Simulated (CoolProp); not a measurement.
Vapour-liquid equilibrium of acetone (1) + n-nonane (2) at 197.35 °C; x and y are mole fractions of (1).

Values from CoolProp's multi-fluid Helmholtz-energy mixture model, Lemmon 2006 and Lemmon 2006; pair parameters Bell 2016.

```json
[
 {"x": "0.05", "bubble pressure, mixture model (bar)": "4.763", "bubble pressure, Raoult's law (bar)": "4.185", "y, mixture model": "0.354", "y, Raoult's law": "0.316"},
 {"x": "0.2", "bubble pressure, mixture model (bar)": "9.245", "bubble pressure, Raoult's law (bar)": "7.697", "y, mixture model": "0.664", "y, Raoult's law": "0.687"},
 {"x": "0.35", "bubble pressure, mixture model (bar)": "12.74", "bubble pressure, Raoult's law (bar)": "11.21", "y, mixture model": "0.762", "y, Raoult's law": "0.825"},
 {"x": "0.5", "bubble pressure, mixture model (bar)": "15.68", "bubble pressure, Raoult's law (bar)": "14.72", "y, mixture model": "0.818", "y, Raoult's law": "0.898"},
 {"x": "0.65", "bubble pressure, mixture model (bar)": "18.52", "bubble pressure, Raoult's law (bar)": "18.24", "y, mixture model": "0.865", "y, Raoult's law": "0.942"},
 {"x": "0.8", "bubble pressure, mixture model (bar)": "21.61", "bubble pressure, Raoult's law (bar)": "21.75", "y, mixture model": "0.915", "y, Raoult's law": "0.972"},
 {"x": "0.95", "bubble pressure, mixture model (bar)": "25.15", "bubble pressure, Raoult's law (bar)": "25.26", "y, mixture model": "0.977", "y, Raoult's law": "0.994"}
]
```

The largest gap from Raoult's law is +20.1 % in bubble pressure, at x = 0.2. No azeotrope shows between x = 0.05 and 0.95.

The pair parameters rest on a limited set of measurements; away from them the model extrapolates. The gap from Raoult's law changes sign with composition, which may be real or a fault of the pair parameters; it wasn't checked against measurements.
